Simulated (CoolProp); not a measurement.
500 sccm (0 °C, 1 atm) of nitrogen bubbles through liquid p-xylene at 369.9 K and leaves saturated at a total pressure of 0.15 MPa (ideal gas phase). Each further row changes one setting.

Values from CoolProp's reference Helmholtz-energy equation of state, Zhou 2012.

| case | vapour pressure (kPa) | mole fraction of vapour | delivery (mg/min) | delivery (sccm) | change of delivery for a bath 1 K warmer (%) |
|---|---|---|---|---|---|
| as stated | 28.7 | 0.192 | [?] | 118 | [?] |
| bath temperature 374.9 K | [?] | 0.227 | 695 | [?] | 4.4 |
| total pressure 0.3 MPa | 28.7 | [?] | [?] | 53.0 | [?] |

**Question.** Some entries are withheld; supply them.

**Answer.** 
- as stated, delivery (mg/min): 561
- as stated, change of delivery for a bath 1 K warmer (%): 4.3
- bath temperature 374.9 K, vapour pressure (kPa): 34.0
- bath temperature 374.9 K, delivery (sccm): 147
- total pressure 0.3 MPa, mole fraction of vapour: 0.0958
- total pressure 0.3 MPa, delivery (mg/min): 251
- total pressure 0.3 MPa, change of delivery for a bath 1 K warmer (%): 3.9
